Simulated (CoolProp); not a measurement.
Acetone at several states: Z from the reference equation and from simpler models built on Tc = 235.0 °C, pc = 46.92 bar, ω = 0.307; each cubic takes its own stable root.

Model: reference Helmholtz-energy equation of state, Lemmon 2006, in CoolProp. It is a short technical equation, of lower accuracy than the large ones.

```
T (°C)  p (bar)   phase  reference
------  -------  ------  ---------
-15.75    0.265  liquid  0.0008674
120.35      172  liquid     0.4364
30.05      28.2  liquid    0.08309
-7.85      10.3  liquid    0.03302
```

How far does each simpler model (van der Waals, Soave-Redlich-Kwong, Peng-Robinson) lie from the reference over these 4 states: mean and median of the absolute difference, and the worst?


- van der Waals: mean 28633.6 %, median 94.9 %, worst +114264.8 % at -15.75 °C and 0.265 bar
- Soave-Redlich-Kwong: mean 27.9 %, median 28.3 %, worst +29.0 % at -15.75 °C and 0.265 bar
- Peng-Robinson: mean 13.6 %, median 13.9 %, worst +14.7 % at -15.75 °C and 0.265 bar

At some of these states van der Waals gives the other phase, because its saturation line lies elsewhere.
